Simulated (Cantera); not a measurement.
# Adiabatic ignition

An adiabatic, constant-volume homogeneous reactor starts with 6.46 % CH₄, 0.969 % CO, 17.6 % O₂, 66.5 % N₂, 8.40 % H₂O, equivalence ratio 0.76, at 1048 K and 19.0 bar.

Cantera simulation using GRI-Mech 3.0 (53 species, 325 reactions); the numbers are that mechanism's predictions, not measurements. The pressure lies above the range GRI-Mech 3.0 was tuned for (to about 10 atm).

```
t (s)     T (K)  P (bar)   x CH₄     x CO    x O₂     x N₂O    x NO₂
--------  -----  -------  ------  -------  ------  --------  -------
4.00e-6    1048     19.0  0.0646  0.00969   0.176    <1e-12   <1e-12
1.86e-5    1048     19.0  0.0646  0.00969   0.176    <1e-12   <1e-12
8.62e-5    1048     19.0  0.0646  0.00969   0.176    <1e-12   <1e-12
0.000400   1048     19.0  0.0646  0.00969   0.176    <1e-12   <1e-12
0.00186    1048     19.0  0.0646  0.00969   0.176  4.67e-12   <1e-12
0.00862    1049     19.0  0.0645  0.00968   0.176  4.49e-11   <1e-12
0.0400     2632     47.7  <1e-12  0.00381  0.0372   3.90e-6  2.51e-5
0.186      2632     47.7  <1e-12  0.00381  0.0372   3.90e-6  2.51e-5
0.862      2632     47.7  <1e-12  0.00381  0.0372   3.90e-6  2.51e-5
4.00       2632     47.7  <1e-12  0.00381  0.0372   3.90e-6  2.51e-5
```
x: mole fraction; the columns are a selection and need not sum to one.

| Item | Result |
|---|---|
| time of steepest temperature rise | 24.8 ms |
| temperature at 4.00 s | 2632 K |
| equilibrium temperature | 2632 K |
| x(CH₄) at 4.00 s | <1e-12 (gas-phase equilibrium <1e-12) |
| x(CO) at 4.00 s | 0.00381 (gas-phase equilibrium 0.00381) |
| x(O₂) at 4.00 s | 0.0372 (gas-phase equilibrium 0.0372) |
